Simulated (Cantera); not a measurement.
A perfectly stirred reactor is fed with C2H6 : O2 : N2 : H2O = 1 : 7.95 : 29.9 : 1.9 (molar parts), at 101000 Pa; it is adiabatic with a 425 K inlet, and is followed from long to short residence time, starting on the burning branch (τ in s: 0.14, 0.044, 0.014, 0.0044, 0.0014, 0.00043, 0.00013, 4.2e-05, 1.3e-05).

Detailed kinetics in Cantera: GRI-Mech 3.0 (53 species, 325 reactions).

Q: Predict: blow-out, bracketed by the residence times tried; x(C2H6) at τ = 0.140 s; x(O2) at τ = 0.140 s; x(H2O) at τ = 0.140 s; x(H2O2) at τ = 0.140 s; x(H2) at τ = 0.140 s; x(C2H6) at τ = 1.40 ms; x(O2) at τ = 1.40 ms; x(H2O) at τ = 1.40 ms.

A: 
| Property | Value |
|---|---|
| blow-out, bracketed by the residence times tried | burning at 4.40 ms, out at 1.40 ms |
| x(C2H6) at τ = 0.140 s | 3.99e-6 |
| x(O2) at τ = 0.140 s | 0.108 |
| x(H2O) at τ = 0.140 s | 0.118 |
| x(H2O2) at τ = 0.140 s | 2.15e-7 |
| x(H2) at τ = 0.140 s | 3.18e-5 |
| x(C2H6) at τ = 1.40 ms | 0.0245 |
| x(O2) at τ = 1.40 ms | 0.195 |
| x(H2O) at τ = 1.40 ms | 0.0466 |
